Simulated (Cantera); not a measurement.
Silicon epitaxy and polysilicon growth: Si₂Cl₆ + Cl₂ + H₂

Feed: 1 mol Si₂Cl₆, 0.0053 mol Cl₂, 66 mol H₂, held at 1675 K and 56.0 mbar.

Cantera equilibrium calculation (NASA polynomials, part measured and part estimated; ideal gas, pure solids and liquids). Candidate condensed phases: Si; 19 gas species. The feed counts by its element totals alone. The tables' values for SiCl₃, SiCl are old estimates; treat these amounts as uncertain. Gases not in the tables: Si₂H₆ and higher silanes. The numbers say what is thermodynamically allowed, not how fast it happens.

```json
{
 "x(H₂)": "0.926",
 "x(HCl)": "0.0592",
 "x(SiCl₂)": "0.0136",
 "x(H)": "0.000472",
 "x(SiCl₃)": "0.000181",
 "x(Cl)": "2.35e-5",
 "x(SiCl)": "2.16e-5",
 "x(SiHCl₃)": "1.41e-5",
 "x(SiH₂)": "1.04e-5",
 "n(Si(s))": "1.04 mol",
 "gas_amount": "69.02 mol"
}
```
